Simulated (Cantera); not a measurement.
Reactions in the system C-H-N-Ta

Source: NASA polynomial tables (part measured, part estimated), evaluated in Cantera. Values are per mole of reaction as written; species without (g) are pure solids or liquids, kept so even where they would boil at 1 bar. TaC: taken at fixed stoichiometry.

2 NH3(g) + 6 TaC = 6 Ta + N2(g) + C6H6(g)

| T (K) | ΔH° (kJ) | ΔS° (J/K) | ΔG° (kJ) | log10 K |
|---|---|---|---|---|
| 300 | 1039.3 | 69.6 | 1018.4 | -177.31 |
| 625 | 1030.8 | 50.0 | 999.6 | -83.54 |
| 775 | 1028.7 | 46.9 | 992.4 | -66.88 |
| 925 | 1027.3 | 45.2 | 985.5 | -55.65 |
| 1075 | 1026.1 | 44.1 | 978.8 | -47.56 |
| 1225 | 1024.9 | 43.0 | 972.2 | -41.46 |
| 1375 | 1023.6 | 42.0 | 965.9 | -36.69 |
| 1525 | 1022.0 | 40.9 | 959.6 | -32.87 |
| 1675 | 1020.1 | 39.7 | 953.6 | -29.74 |
| 1825 | 1017.9 | 38.5 | 947.7 | -27.13 |
| 1975 | 1015.4 | 37.1 | 942.1 | -24.91 |
| 2125 | 1012.6 | 35.7 | 936.6 | -23.02 |
